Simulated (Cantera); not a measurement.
What does this Cantera script print?

```python
import numpy as np
import cantera as ct

gas = ct.Solution("gri30.yaml")
gas.TPX = 898, 86000, {'H2': 1.8, 'O2': 1, 'N2': 13, 'H2O': 1.2}
reactor = ct.IdealGasConstPressureReactor(gas, energy="off", clone=False)
net = ct.ReactorNet([reactor])
net.rtol, net.atol = 1e-08, 1e-18
show = ['H2', 'O2', 'NO', 'OH', 'HO2']
times = np.geomspace(1e-05, 4, 10)

steps = ct.SolutionArray(gas, extra=["t"])
rows = []
print(f"{'t/s':>10s}{'T/K':>9s}{'P/Pa':>11s}" + "".join(f"{s:>11s}" for s in show))
for t in times:
    while net.time < t:
        t_next = net.step()
        steps.append(gas.state, t=t_next)
    rows.append([np.interp(t, steps.t, y) for y in (steps.T, steps.P, *steps(*show).X.T)])
    print(f"{t:10.3e}{rows[-1][0]:9.1f}{rows[-1][1]:11.4g}" + "".join(f"{x:11.3e}" for x in rows[-1][2:]))
rate = np.gradient(steps.T, steps.t)
print("integrator steps:", len(steps.t))
if steps.T.max() > steps.T[0] + 200:
    print(f"time of steepest temperature rise: {steps.t[rate.argmax()]:.4e} s")
gas.TPX = 898, 86000, {'H2': 1.8, 'O2': 1, 'N2': 13, 'H2O': 1.2}
gas.equilibrate("TP")
print(f"equilibrium (TP): T = {gas.T:.1f} K  " + "  ".join(f"{s} {gas[s].X[0]:.3e}" for s in show))
```

Result:

```
       t/s      T/K       P/Pa         H2         O2         NO         OH        HO2
 1.000e-05    898.0    8.6e+04  1.059e-01  5.882e-02  1.712e-28  2.114e-14  2.275e-12
 4.192e-05    898.0    8.6e+04  1.059e-01  5.882e-02  7.256e-27  6.559e-14  1.325e-11
 1.758e-04    898.0    8.6e+04  1.059e-01  5.882e-02  9.041e-26  8.468e-14  7.074e-11
 7.368e-04    898.0    8.6e+04  1.059e-01  5.882e-02  5.107e-25  8.698e-14  3.176e-10
 3.089e-03    898.0    8.6e+04  1.059e-01  5.882e-02  2.479e-24  9.705e-14  1.368e-09
 1.295e-02    898.0    8.6e+04  1.059e-01  5.882e-02  1.542e-23  1.557e-13  6.110e-09
 5.429e-02    898.0    8.6e+04  1.059e-01  5.882e-02  3.539e-22  7.947e-13  3.851e-08
 2.276e-01    898.0    8.6e+04  1.059e-01  5.882e-02  7.697e-19  6.119e-11  1.530e-06
 9.541e-01    898.0    8.6e+04  1.021e-01  5.682e-02  2.929e-14  1.227e-08  1.963e-05
 4.000e+00    898.0    8.6e+04  6.351e-02  3.766e-02  6.321e-13  1.416e-08  1.651e-05
integrator steps: 537
equilibrium (TP): T = 898.0 K  H2 7.627e-12  O2 6.210e-03  NO 1.571e-06  OH 7.371e-09  HO2 1.420e-11
```

Cantera simulation using GRI-Mech 3.0 (53 species, 325 reactions); the numbers are that mechanism's predictions, not measurements. Below about 950 K walls govern HO2 and H2O2 in real vessels. The temperature is held fixed by assumption; the heat of reaction is taken as removed at once.
